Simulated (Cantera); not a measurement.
A closed system holds: 1 mol MgSO4, 0.78 mol H2O, 0.052 mol CO2, at 53.0 Pa.

Cantera equilibrium calculation (NASA polynomials, part measured and part estimated; ideal gas, pure solids and liquids). Candidate condensed phases: C, C6H6, C7H8, C8H18, H2O, H2SO4, Mg, MgCO3, MgO, Mg(OH)2, MgS, MgSO4, S; 130 gas species. The numbers say what is thermodynamically allowed, not how fast it happens. All values below are at 2123 K.

Base state: SO2 0.380, H2O 0.262, O2 0.202, OH 0.0381, O 0.0318, H 0.0206, H2 0.0175, SO 0.0156 (mole fractions); condensed: MgO(s).

**Question.** What changes in the equilibrium state with this change: CO2 from 0.052 to 0.55 mol?

**Answer.** 
```tsv
species	before	after
SO2	0.380	0.308
H2O	0.262	0.210
O2	0.202	0.184
CO2	0.0154	0.131
CO	0.00518	0.0460
H2	0.0175	0.0147
SO	0.0156	0.0132
OH	0.0381	0.0333
H	0.0206	0.0189
Mg	0.0100	0.0105
O	0.0318	0.0304
SO3	1.60e-5	1.23e-5
Mg(OH)2	2.60e-5	2.08e-5
S	0.000197	0.000175
MgOH	0.000238	0.000218
MgO(s), mol	0.973	0.965
```

**Question.** What changes in the equilibrium state with this change: CO2 from 0.052 to 0.84 mol?

**Answer.** 
```
species        before     after
-----------  --------  --------
SO2             0.380     0.277
H2O             0.262     0.187
CO2            0.0154     0.179
CO            0.00518    0.0642
H2             0.0175    0.0134
SO             0.0156    0.0121
OH             0.0381    0.0312
O2              0.202     0.177
H              0.0206    0.0180
Mg             0.0100    0.0107
O              0.0318    0.0298
SO3           1.60e-5   1.09e-5
Mg(OH)2       2.60e-5   1.86e-5
S            0.000197  0.000164
MgOH         0.000238  0.000208
MgO          0.000380  0.000380
MgO(s), mol     0.973     0.961
```
